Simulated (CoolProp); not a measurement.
100 sccm (0 °C, 1 atm) of nitrogen bubbles through liquid ethanol at 292.7 K and leaves saturated at a total pressure of 0.0572 MPa (ideal gas phase). Each further row changes one setting.

Computed with CoolProp (reference Helmholtz-energy equation of state, Schroeder 2014).

```tsv
case	vapour pressure (kPa)	mole fraction of vapour	delivery (mg/min)	delivery (sccm)	change of delivery for a bath 1 K warmer (%)
as stated	5.72	0.1000	22.8	___	6.9
bath temperature 297.7 K	___	___	31.9	15.5	6.9
total pressure 0.114 MPa	5.72	0.0502	10.9	5.28	6.5
```

Q: What belongs in the gaps?

A: 
- as stated, delivery (sccm): 11.1
- bath temperature 297.7 K, vapour pressure (kPa): 7.68
- bath temperature 297.7 K, mole fraction of vapour: 0.134
